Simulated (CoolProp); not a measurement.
The numbers come from the reference Helmholtz-energy equation of state, Thol 2017 in CoolProp.

Q: Give the vapour pressure (MPa), liquid density (kg/m³), vapour Z of saturated octamethyltrisiloxane (MDM) at 437.3, 446.9, 451.7 K.

A: 
```
T (K)  p (MPa)  liquid density (kg/m³)  vapour Z
-----  -------  ----------------------  --------
437.3    0.136                     660     0.908
446.9    0.171                     647     0.892
451.7    0.191                     641     0.883
```
